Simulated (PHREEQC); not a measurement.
Solution (25 °C): 0.91 mol HF, 0.00047 mol NaF and 0.014 mol H2SiF6 per kg of water. Closed to the air; pH follows from the charge balance.

All values are PHREEQC results (ion-association model, phreeqc.dat), not measurements.

Precipitation was switched off in this run.

Task: Estimate the pH, activity of water.

Result: pH 1.20; activity of water 0.984.

Task: In which forms is F present?

Result: HF 83 %, SiF6-2 8.4 %, HF2- 7.4 %, F- 1.2 % of the F.

SiF6-2 is the database's only silicon fluoride.
